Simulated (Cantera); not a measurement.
A closed system holds: 1 mol C₂F₆, 0.039 mol Si, held at 2127 °C and 1.00 Torr.

These are equilibrium values from Cantera (NASA tables, ideal gas, pure condensed phases), not measurements of a reactor. Candidate condensed phases: C, Si, SiC; 23 gas species. The feed counts by its element totals alone. The tables' values for SiF₃ are old estimates; treat these amounts as uncertain. Gases not in the tables: C₂F₆ and larger saturated fluorocarbons. Kinetics and transport are ignored.

Base state: F 0.780, CF₂ 0.191, CF 0.0185, SiF₄ 0.00784, CF₄ 0.00162, CF₃ 0.00116, SiF₃ 0.000102, C₃ 7.36e-5 (mole fractions); condensed: C(graphite).

Question: What changes in the equilibrium state with this change: temperature from 2127 °C to 375 °C?

Answer: 
```json
[
 {"species": "CF₄", "before": "0.00162", "after": "0.974"},
 {"species": "SiF₄", "before": "0.00784", "after": "0.0260"},
 {"species": "F", "before": "0.780", "after": "<1e-9"},
 {"species": "CF₂", "before": "0.191", "after": "<1e-9"},
 {"species": "CF", "before": "0.0185", "after": "<1e-9"},
 {"species": "CF₃", "before": "0.00116", "after": "<1e-9"},
 {"species": "SiF₃", "before": "0.000102", "after": "<1e-9"},
 {"species": "C(graphite), mol", "before": "0.957", "after": "0.539"}
]
```
Condensed phases not in the tables: fluorocarbon polymer.
